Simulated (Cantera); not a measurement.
An adiabatic, constant-pressure homogeneous reactor starts with H2 : O2 : N2 = 1 : 0.694 : 2.61 (molar parts), at 1600 K and 760 Torr.

Cantera simulation using the H2/O2 subset of GRI-Mech 3.0, which has no nitrogen chemistry; the numbers are that mechanism's predictions, not measurements.

x: mole fraction; the columns are a selection and need not sum to one.

```
t (s)     T (K)    x H2    x O2      x O    x HO2      x H2O2
--------  -----  ------  ------  -------  -------  ----------
3.00e-6    1600   0.232   0.161  4.43e-6  2.59e-6  (withheld)
8.77e-6    1639   0.155   0.126  0.00925  4.09e-5  (withheld)
2.56e-5    2139  0.0373  0.0563   0.0303  1.52e-5  (withheld)
7.50e-5    2545  0.0290  0.0509   0.0188  9.22e-6  (withheld)
0.000219   2774  0.0205  0.0484   0.0117  1.31e-5     5.42e-7
0.000641   2786  0.0199  0.0483   0.0113  1.35e-5     5.77e-7
0.00187    2786  0.0199  0.0483   0.0113  1.35e-5     5.77e-7
0.00548    2786  0.0199  0.0483   0.0113  1.35e-5     5.77e-7
0.0160     2786  0.0199  0.0483   0.0113  1.35e-5     5.77e-7
0.0468     2786  0.0199  0.0483   0.0113  1.35e-5     5.77e-7
0.137      2786  0.0199  0.0483   0.0113  1.35e-5     5.77e-7
0.400      2786  0.0199  0.0483   0.0113  1.35e-5     5.77e-7
```

**Question.** Fill in the missing entries.

**Answer.** 
- 3.00e-6, x H2O2: 5.05e-8
- 8.77e-6, x H2O2: 1.02e-6
- 2.56e-5, x H2O2: 4.55e-7
- 7.50e-5, x H2O2: 2.81e-7
